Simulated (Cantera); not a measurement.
Standard-state values (1 bar) from the NASA 1993 polynomials, evaluated with Cantera. Values are per mole of reaction as written; species without (g) are pure solids or liquids, kept so even where they would boil at 1 bar.

H2O(g) + 2 TaO2(g) → Ta2O5 + H2(g)

| T (K) | ΔH° (kJ) | ΔS° (J/K) | ΔG° (kJ) | log10 K |
|---|---|---|---|---|
| 300 | -1402.4 | -475.2 | -1259.8 | 219.35 |
| 500 | -1393.1 | -451.5 | -1167.3 | 121.95 |
| 650 | -1385.2 | -437.8 | -1100.6 | 88.45 |
| 800 | -1376.9 | -426.3 | -1035.8 | 67.63 |
| 950 | -1368.2 | -416.3 | -972.7 | 53.48 |
| 1100 | [?] | [?] | [?] | [?] |
| 1250 | [?] | [?] | [?] | [?] |
| 1400 | -1340.6 | -392.6 | -791.0 | 29.51 |
| 1550 | -1331.1 | -386.2 | -732.6 | 24.69 |
| 1700 | -1321.5 | -380.3 | -675.1 | 20.74 |
| 1850 | -1311.9 | -374.8 | -618.5 | 17.46 |
| 2000 | -1302.1 | -369.8 | -562.6 | 14.69 |

Task: What belongs in the gaps?

Result: 
- 1100, ΔH° (kJ): -1359.1
- 1100, ΔS° (J/K): -407.5
- 1100, ΔG° (kJ): -910.9
- 1100, log10 K: 43.25
- 1250, ΔH° (kJ): -1349.9
- 1250, ΔS° (J/K): -399.7
- 1250, ΔG° (kJ): -850.4
- 1250, log10 K: 35.53
